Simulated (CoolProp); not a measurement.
Vapour-liquid equilibrium of R125 (1) + R115 (2) at 225.7 K; x and y are mole fractions of (1).

The numbers come from the multi-fluid Helmholtz-energy mixture model, Lemmon 2005 and Lemmon 2016; pair parameters Bell 2016 in CoolProp.

```csv
x,"bubble pressure, mixture model (kPa)","bubble pressure, Raoult's law (kPa)","y, mixture model","y, Raoult's law"
0.05,75.81,70.82,0.130,0.074
0.125,84.05,73.48,0.268,0.178
0.2,90.49,76.14,0.366,0.275
0.275,95.53,78.80,0.440,0.365
0.35,99.49,81.47,0.501,0.449
0.425,102.6,84.13,0.553,0.528
0.5,105.0,86.79,0.600,0.602
0.575,106.9,89.45,0.646,0.672
0.65,108.2,92.12,0.691,0.738
0.725,108.9,94.78,0.740,0.800
0.8,109.0,97.44,0.793,0.858
0.875,108.3,100.1,0.857,0.914
0.95,106.5,102.8,0.935,0.966
```

The largest gap from Raoult's law is +22.1 % in bubble pressure, at x = 0.35. y crosses x between x = 0.725 and 0.8: the model has an azeotrope there.

Pair parameters are fitted to limited data, so mixtures are less certain than the pure fluids.
